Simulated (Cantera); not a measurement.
An adiabatic, constant-volume homogeneous reactor starts with CH₃OH : O₂ : N₂ = 1 : 4.41 : 16.6 (molar parts), equivalence ratio 0.34, at 1500 K and 1.00 bar. Integrator tolerance rtol = 1e-08.

Cantera simulation using GRI-Mech 3.0 (53 species, 325 reactions); the numbers are that mechanism's predictions, not measurements. GRI-Mech 3.0 was tuned for natural gas; its chemistry of methanol as a main component is partial and can be far from experiment.

| quantity | before | after |
|---|---|---|
| time of steepest temperature rise | 0.299 ms | 92.4 µs |
| temperature at 7.00 s | 2385 K | 2478 K |
| equilibrium temperature | 2385 K | 2478 K |
| x(CH₃OH) at 7.00 s | <1e-12 (gas-phase equilibrium <1e-12) | <1e-12 (gas-phase equilibrium <1e-12) |
| x(O₂) at 7.00 s | 0.120 (gas-phase equilibrium 0.120) | 0.118 (gas-phase equilibrium 0.118) |
| x(NO) at 7.00 s | 0.0136 (gas-phase equilibrium 0.0136) | 0.0160 (gas-phase equilibrium 0.0160) |
| x(C₂H₄) at 7.00 s | <1e-12 (gas-phase equilibrium <1e-12) | <1e-12 (gas-phase equilibrium <1e-12) |
| x(OH) at 7.00 s | 0.00702 (gas-phase equilibrium 0.00702) | 0.00953 (gas-phase equilibrium 0.00953) |
| x(HCO) at 7.00 s | 1.51e-10 (gas-phase equilibrium 1.51e-10) | 4.25e-10 (gas-phase equilibrium 4.25e-10) |
| x(HO₂) at 7.00 s | 7.13e-6 (gas-phase equilibrium 7.13e-6) | 8.88e-6 (gas-phase equilibrium 8.88e-6) |

Question: What was changed between the two runs?
A) pressure from 1.00 bar to 1.10 bar
B) initial temperature 1500 to 1425 K
C) initial temperature 1500 to 1650 K
D) initial temperature 1500 to 1800 K

Answer: C, initial temperature 1500 to 1650 K
